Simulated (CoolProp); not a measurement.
Vapour-liquid equilibrium of R22 (1) + R113 (2) at -29.05 °C; x and y are mole fractions of (1).

Model: multi-fluid Helmholtz-energy mixture model, Kamei 1995 and Marx 1992; pair parameters Bell 2016, in CoolProp.

```json
[
 {"x": "0.05", "bubble pressure (MPa)": "0.01395", "y at the bubble point": "0.794", "dew pressure at overall composition x (MPa)": "0.003156", "liquid density (mol/L)": "9.224"},
 {"x": "0.15", "bubble pressure (MPa)": "0.03650", "y at the bubble point": "0.928", "dew pressure at overall composition x (MPa)": "0.003522", "liquid density (mol/L)": "9.676"},
 {"x": "0.25", "bubble pressure (MPa)": "0.05821", "y at the bubble point": "0.960", "dew pressure at overall composition x (MPa)": "0.003985", "liquid density (mol/L)": "10.16"},
 {"x": "0.35", "bubble pressure (MPa)": "0.07776", "y at the bubble point": "0.973", "dew pressure at overall composition x (MPa)": "0.004587", "liquid density (mol/L)": "10.70"},
 {"x": "0.45", "bubble pressure (MPa)": "0.09471", "y at the bubble point": "0.980", "dew pressure at overall composition x (MPa)": "0.005404", "liquid density (mol/L)": "11.28"},
 {"x": "0.55", "bubble pressure (MPa)": "0.1093", "y at the bubble point": "0.985", "dew pressure at overall composition x (MPa)": "0.006575", "liquid density (mol/L)": "11.92"},
 {"x": "0.65", "bubble pressure (MPa)": "0.1224", "y at the bubble point": "0.989", "dew pressure at overall composition x (MPa)": "0.008394", "liquid density (mol/L)": "12.63"},
 {"x": "0.75", "bubble pressure (MPa)": "0.1348", "y at the bubble point": "0.992", "dew pressure at overall composition x (MPa)": "0.01160", "liquid density (mol/L)": "13.42"},
 {"x": "0.85", "bubble pressure (MPa)": "0.1477", "y at the bubble point": "0.995", "dew pressure at overall composition x (MPa)": "0.01878", "liquid density (mol/L)": "14.31"},
 {"x": "0.95", "bubble pressure (MPa)": "0.1623", "y at the bubble point": "0.998", "dew pressure at overall composition x (MPa)": "0.04925", "liquid density (mol/L)": "15.33"}
]
```

No azeotrope shows between x = 0.05 and 0.95.

The pair parameters rest on a limited set of measurements; away from them the model extrapolates.
